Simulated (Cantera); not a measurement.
Mixture: 19.5 % H2, 12.4 % O2, 68.0 % N2, 0.104 % NO, at 2300000 Pa, adiabatic and at constant pressure. Ignition delay is the time to a rise of 400 K.

Cantera simulation using GRI-Mech 3.0 (53 species, 325 reactions); the numbers are that mechanism's predictions, not measurements. The hydrogen kinetics of GRI-Mech 3.0 are dated; newer H2 mechanisms differ, most at raised pressure. The pressure lies above the range GRI-Mech 3.0 was tuned for (to about 10 atm). The mechanism lacks 2 NO + O2 → 2 NO2 and HONO, so NO2 and the effect of NO are under-described below about 1400 K.

Predict: delay at 1173 K; delay at 1223 K; delay at 1273 K; delay at 1323 K; delay at 1373 K; delay at 1423 K; apparent activation energy between 1323 and 1423 K.


```
Quantity                                                Result
--------------------------------------------------  ----------
delay at 1173 K                                        68.2 µs
delay at 1223 K                                        31.4 µs
delay at 1273 K                                        14.1 µs
delay at 1323 K                                        6.27 µs
delay at 1373 K                                        3.10 µs
delay at 1423 K                                        1.83 µs
apparent activation energy between 1323 and 1423 K  190 kJ/mol
```
